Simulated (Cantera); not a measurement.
## Thermodynamics of carbothermic reduction, feed SiO2 + C + N2

A closed system holds: 1 mol SiO2, 3.5 mol C, 5 mol N2, equilibrated at 47.0 Pa.

Cantera equilibrium calculation (NASA polynomials, part measured and part estimated; ideal gas, pure solids and liquids). Candidate condensed phases: C, Si, SiC, SiO2, Si2N2O, Si3N4; 34 gas species. N2 is the only nitrogen source here; it is nearly inert below about 1500 K, so the nitride shown seldom forms there in practice. Mutual solubility and eutectic melting of coexisting phases are not modelled. The tables' values for SiN are old estimates; treat these amounts as uncertain. Kinetics and transport are ignored.

From 948 K to 1048 K the condensed part is C(graphite) + SiO2(β-quartz) + Si2N2O(s). From 1148 K to 1348 K the condensed part is C(graphite) + Si2N2O(s). From 1448 K to 2148 K the condensed part is C(graphite) + SiC(s).

```json
[
 {"T (K)": "948", "log p N2": "-3.34", "log p CO": "-5.04", "log p Si": "<-15", "log p SiO": "-14.82", "log p SiC2": "<-15", "log p Si2C": "<-15", "n C(graphite)": "3.40", "n SiO2(β-quartz)": "0.935", "n Si2N2O(s)": "0.0325", "n SiC(s)": "0"},
 {"T (K)": "1048", "log p N2": "-3.40", "log p CO": "-4.13", "log p Si": "<-15", "log p SiO": "-12.12", "log p SiC2": "<-15", "log p Si2C": "<-15", "n C(graphite)": "2.62", "n SiO2(β-quartz)": "0.414", "n Si2N2O(s)": "0.293", "n SiC(s)": "0"},
 {"T (K)": "1148", "log p N2": "-3.45", "log p CO": "-3.93", "log p Si": "<-15", "log p SiO": "-10.17", "log p SiC2": "<-15", "log p Si2C": "<-15", "n C(graphite)": "2.00", "n SiO2(β-quartz)": "0", "n Si2N2O(s)": "0.500", "n SiC(s)": "0"},
 {"T (K)": "1248", "log p N2": "-3.45", "log p CO": "-3.93", "log p Si": "-15.21", "log p SiO": "-8.64", "log p SiC2": "<-15", "log p Si2C": "<-15", "n C(graphite)": "2.00", "n SiO2(β-quartz)": "0", "n Si2N2O(s)": "0.500", "n SiC(s)": "0"},
 {"T (K)": "1348", "log p N2": "-3.45", "log p CO": "-3.93", "log p Si": "-12.55", "log p SiO": "-7.35", "log p SiC2": "<-15", "log p Si2C": "<-15", "n C(graphite)": "2.00", "n SiO2(β-quartz)": "0", "n Si2N2O(s)": "0.500", "n SiC(s)": "0"},
 {"T (K)": "1448", "log p N2": "-3.47", "log p CO": "-3.87", "log p Si": "-10.76", "log p SiO": "-6.68", "log p SiC2": "-13.72", "log p Si2C": "-13.76", "n C(graphite)": "0.506", "n SiO2(β-quartz)": "0", "n Si2N2O(s)": "0", "n SiC(s)": "0.997"},
 {"T (K)": "1548", "log p N2": "-3.47", "log p CO": "-3.87", "log p Si": "-9.56", "log p SiO": "-6.50", "log p SiC2": "-12.14", "log p Si2C": "-12.22", "n C(graphite)": "0.510", "n SiO2(β-quartz)": "0", "n Si2N2O(s)": "0", "n SiC(s)": "0.995"},
 {"T (K)": "1648", "log p N2": "-3.47", "log p CO": "-3.87", "log p Si": "-8.50", "log p SiO": "-6.34", "log p SiC2": "-10.76", "log p Si2C": "-10.86", "n C(graphite)": "0.514", "n SiO2(β-quartz)": "0", "n Si2N2O(s)": "0", "n SiC(s)": "0.993"},
 {"T (K)": "1748", "log p N2": "-3.47", "log p CO": "-3.87", "log p Si": "-7.56", "log p SiO": "-6.20", "log p SiC2": "-9.53", "log p Si2C": "-9.66", "n C(graphite)": "0.519", "n SiO2(β-quartz)": "0", "n Si2N2O(s)": "0", "n SiC(s)": "0.990"},
 {"T (K)": "1848", "log p N2": "-3.47", "log p CO": "-3.87", "log p Si": "-6.73", "log p SiO": "-6.07", "log p SiC2": "-8.45", "log p Si2C": "-8.59", "n C(graphite)": "0.528", "n SiO2(β-quartz)": "0", "n Si2N2O(s)": "0", "n SiC(s)": "0.984"},
 {"T (K)": "1948", "log p N2": "-3.48", "log p CO": "-3.88", "log p Si": "-5.98", "log p SiO": "-5.96", "log p SiC2": "-7.47", "log p Si2C": "-7.64", "n C(graphite)": "0.548", "n SiO2(β-quartz)": "0", "n Si2N2O(s)": "0", "n SiC(s)": "0.967"},
 {"T (K)": "2048", "log p N2": "-3.48", "log p CO": "-3.88", "log p Si": "-5.31", "log p SiO": "-5.87", "log p SiC2": "-6.60", "log p Si2C": "-6.78", "n C(graphite)": "0.614", "n SiO2(β-quartz)": "0", "n Si2N2O(s)": "0", "n SiC(s)": "0.896"},
 {"T (K)": "2148", "log p N2": "-3.50", "log p CO": "-3.90", "log p Si": "-4.70", "log p SiO": "-5.79", "log p SiC2": "-5.80", "log p Si2C": "-6.01", "n C(graphite)": "0.856", "n SiO2(β-quartz)": "0", "n Si2N2O(s)": "0", "n SiC(s)": "0.603"}
]
```
log p: log10 of the partial pressure in bar; n: condensed amount in mol.
